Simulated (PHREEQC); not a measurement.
Solution (92 °C): 0.82 mol/kgw Cu(NO3)2 and 0.00052 mol/kgw Na2SO4. Closed to the air; pH follows from the charge balance.

All values are PHREEQC results (ion-association model, phreeqc.dat), not measurements.

| quantity | before | after |
|---|---|---|
| pH | 3.37 | 3.29 |
| SO4-2 (mol/kgw) | 0.000211 | 9.74e-5 |
| HSO4- (mol/kgw) | 3.34e-6 | 3.89e-6 |
| NaSO4- (mol/kgw) | 1.73e-7 | 4.59e-8 |

Question: What was changed between the two runs?
(A) Na2SO4 from 0.00052 to 0.0052 mol/kgw
(B) Na2SO4 from 0.00052 to 0.000572 mol/kgw
(C) diluted 2-fold with water
(D) Cu(NO3)2 left out

Answer: C, diluted 2-fold with water

Precipitation was switched off in this run. The ionic strength passes 0.7 mol/kgw, the rough limit of the ion-association models, in every such run. Away from 25 °C the constants follow the database's enthalpies or fits; those with neither stay at their 25 °C values.
